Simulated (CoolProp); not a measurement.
Vapour-liquid equilibrium of CH2F2 (R32) (1) + R143a (2) at 260.3 K; x and y are mole fractions of (1).

Computed with CoolProp (multi-fluid Helmholtz-energy mixture model, Tillner-Roth 1997 and Lemmon and Jacobsen 2000; pair parameters Bell 2016).

```json
[
 {"x": "0.05", "bubble pressure (MPa)": "0.4210", "y at the bubble point": "0.077", "dew pressure at overall composition x (MPa)": "0.4159", "liquid density (mol/L)": "12.95"},
 {"x": "0.15", "bubble pressure (MPa)": "0.4468", "y at the bubble point": "0.212", "dew pressure at overall composition x (MPa)": "0.4348", "liquid density (mol/L)": "13.50"},
 {"x": "0.25", "bubble pressure (MPa)": "0.4688", "y at the bubble point": "0.327", "dew pressure at overall composition x (MPa)": "0.4541", "liquid density (mol/L)": "14.10"},
 {"x": "0.35", "bubble pressure (MPa)": "0.4873", "y at the bubble point": "0.427", "dew pressure at overall composition x (MPa)": "0.4732", "liquid density (mol/L)": "?"},
 {"x": "0.45", "bubble pressure (MPa)": "0.5024", "y at the bubble point": "0.517", "dew pressure at overall composition x (MPa)": "0.4914", "liquid density (mol/L)": "?"},
 {"x": "0.55", "bubble pressure (MPa)": "0.5145", "y at the bubble point": "0.601", "dew pressure at overall composition x (MPa)": "0.5074", "liquid density (mol/L)": "16.28"},
 {"x": "0.65", "bubble pressure (MPa)": "?", "y at the bubble point": "0.683", "dew pressure at overall composition x (MPa)": "0.5202", "liquid density (mol/L)": "17.17"},
 {"x": "0.75", "bubble pressure (MPa)": "0.5292", "y at the bubble point": "0.765", "dew pressure at overall composition x (MPa)": "0.5285", "liquid density (mol/L)": "18.14"},
 {"x": "0.85", "bubble pressure (MPa)": "0.5316", "y at the bubble point": "0.851", "dew pressure at overall composition x (MPa)": "0.5316", "liquid density (mol/L)": "19.23"},
 {"x": "0.95", "bubble pressure (MPa)": "0.5299", "y at the bubble point": "0.947", "dew pressure at overall composition x (MPa)": "0.5298", "liquid density (mol/L)": "20.44"}
]
```

Q: Fill in the missing entries.

A: 
- 0.35, liquid density (mol/L): 14.76
- 0.45, liquid density (mol/L): 15.49
- 0.65, bubble pressure (MPa): 0.5234

y crosses x between x = 0.85 and 0.95: the model has an azeotrope there.

Pair parameters are fitted to limited data, so mixtures are less certain than the pure fluids.
